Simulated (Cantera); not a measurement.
An isothermal, constant-pressure homogeneous reactor starts with 51.5 % N2O, 48.5 % N2, at 1300 K and 0.440 bar.

Computed with Cantera and GRI-Mech 3.0 (53 species, 325 reactions). GRI-Mech 3.0 was tuned for natural gas; its chemistry of N2O as a main component is partial and can be far from experiment. The mechanism lacks the step 2 NO + O2 → 2 NO2, which can matter for NO2 below about 1400 K. The temperature is held fixed by assumption; the heat of reaction is taken as removed at once.

x: mole fraction; the columns are a selection and need not sum to one.

```csv
t (s),x N2O,x NO,x N2,x O2,x O,x NO2
0.000300,0.515,3.27e-5,0.485,9.37e-5,7.46e-6,2.42e-9
0.000631,0.515,7.12e-5,0.485,0.000204,7.46e-6,1.13e-8
0.00133,0.514,0.000152,0.485,0.000436,7.45e-6,5.02e-8
0.00279,0.513,___,0.486,___,7.45e-6,___
0.00588,0.510,0.000677,0.488,0.00194,7.45e-6,8.32e-7
0.0124,0.503,0.00141,0.491,0.00406,7.43e-6,2.91e-6
0.0260,0.491,0.00292,0.498,0.00841,7.40e-6,8.54e-6
0.0548,0.465,0.00593,0.512,0.0171,7.34e-6,2.09e-5
0.115,0.416,0.0116,0.539,0.0336,7.19e-6,4.43e-5
0.242,0.333,0.0211,0.584,0.0619,6.86e-6,8.39e-5
0.510,0.216,0.0339,0.648,0.102,6.13e-6,0.000138
1.07,0.0982,0.0453,0.713,0.143,4.56e-6,0.000188
2.26,0.0262,0.0502,0.754,0.169,2.08e-6,0.000215
4.75,0.00303,0.0506,0.768,0.178,3.91e-7,0.000255
10.0,___,0.0504,0.770,0.179,___,___
```

**Question.** Fill in the missing entries.

**Answer.** 
- 0.00279, x NO: 0.000322
- 0.00279, x O2: 0.000923
- 0.00279, x NO2: 2.12e-7
- 10.0, x N2O: 5.16e-5
- 10.0, x O: 1.18e-7
- 10.0, x NO2: 0.000330
